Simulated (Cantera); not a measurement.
Input: 1 mol SiH2Cl2, 15 mol NH3, 1.7 mol N2, equilibrated at 6.10 mbar.

These are equilibrium values from Cantera (NASA tables, ideal gas, pure condensed phases), not measurements of a reactor. Candidate condensed phases: NH4Cl, Si, Si3N4; 28 gas species. The tables' values for SiCl, SiCl3 are old estimates; treat these amounts as uncertain. Gases not in the tables: Si2H6 and higher silanes. Rates play no part.

x: gas mole fraction; n: condensed amount in mol.

```
T (°C)   x H2   x N2   x HCl   x SiCl2  x H      x Si  n Si3N4(s)  n Si(l)
------  -----  -----  ------  --------  ---  --------  ----------  -------
1100    0.681  0.258  0.0600  0.000237    …  9.92e-10       0.331        0
1150    0.681  0.259  0.0594  0.000520    …   8.33e-9       0.327        0
1200    0.682  0.259  0.0583   0.00106    …   6.04e-8       0.321        0
1250    0.682  0.259  0.0564   0.00198    …   3.84e-7       0.311        0
1300    0.683  0.260  0.0535   0.00340    …   2.16e-6       0.295        0
1350    0.683  0.261  0.0495   0.00534    …   1.09e-5       0.274        0
1400    0.684  0.262  0.0447   0.00766    …   4.99e-5       0.247        0
1450    0.675  0.273  0.0414   0.00880    …  0.000161           0    0.692
```

Complete the blanks.


- 1100, x H: 3.52e-5
- 1150, x H: 7.02e-5
- 1200, x H: 0.000134
- 1250, x H: 0.000244
- 1300, x H: 0.000430
- 1350, x H: 0.000732
- 1400, x H: 0.00121
- 1450, x H: 0.00192
